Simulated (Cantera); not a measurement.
What does this Cantera script print?

```python
import numpy as np
import cantera as ct

gas_names = [...]  # 109 gases of nasa_gas.yaml made of C, Cl, H, Si
cond_names = """
    C(gr) C6H6(L) C7H8(L) C8H18(L),n-octa Si(cr) Si(L) SiC(b)
""".split()


# ... load() reads the species with a 1 bar reference pressure and builds the phases ...
atoms = {
    'CH3SiH3': {'C': 1, 'H': 6, 'Si': 1},
    'C3H8': {'C': 3, 'H': 8},
    'H2': {'H': 2},
    'HCl': {'H': 1, 'CL': 1},
}
top_T = {'C(gr)': 4500, 'SiC(b)': 3050}  # K; cautious upper limits of use, not melting points


# ... equilibrate(T, P, feed) seeds the gas with the atoms and calls Mixture.equilibrate('TP', solver="vcs", rtol=1e-11, max_steps=5000) ...
results = []
feed = {'CH3SiH3': 1, 'C3H8': 0.0054, 'H2': 2.7, 'HCl': 0.017}  # mol
T = 2123  # K
P = 133.322  # Pa
mix = equilibrate(T, P, feed)
results.append((T, P, feed, dict(zip(mix.species_names, mix.species_moles))))
print(gas.report(threshold=1e-05))
for i in range(1, mix.n_phases):
    print(f"{mix.phase(i).name:16s} {mix.phase_moles(i):12.5e} mol")
```

Result:

```
       temperature   2123 K
          pressure   133.32 Pa
           density   1.8205e-05 kg/m^3
  mean mol. weight   2.4103 kg/kmol
   phase of matter   gas

                          1 kg             1 kmol
                     ---------------   ---------------
          enthalpy        3.3764e+07        8.1381e+07  J
   internal energy        2.6441e+07        6.3729e+07  J
           entropy        1.0227e+05         2.465e+05  J/K
    Gibbs function       -1.8335e+08       -4.4194e+08  J
 heat capacity c_p             13811             33289  J/K
 heat capacity c_v             10362             24975  J/K

                      mass frac. Y      mole frac. X     chem. pot. / RT
                     ---------------   ---------------   ---------------
    C2H2,acetylene          0.015938         0.0014753           -32.196
                CL         0.0028897        0.00019648           -31.119
                 H          0.038782          0.092735           -13.204
               HCL          0.038899         0.0025717           -44.323
                H2           0.74508           0.89081           -26.408
                Si           0.12501          0.010729           -8.6982
              SiC2          0.016445        0.00076071           -14.487
              SiCL         0.0004784        1.8149e-05           -39.817
               SiH         0.0023065        0.00019109           -21.902
              SiH2        0.00019198        1.5373e-05           -35.106
               Si2        0.00028793        1.2355e-05           -17.396
              Si2C          0.013534        0.00047846           -20.291
     [  +97 minor]         0.0001521        9.3924e-06

C(gr)             6.33267e-02 mol
Si(L)             0.00000e+00 mol
SiC(b)            9.22599e-01 mol
```

Equilibrium computed with Cantera from the NASA thermochemical tables; the gas is ideal and each condensed phase is pure. The feed counts by its element totals alone. The tables' values for SiCl are old estimates; treat these amounts as uncertain. Gases not in the tables: Si2H6 and higher silanes.
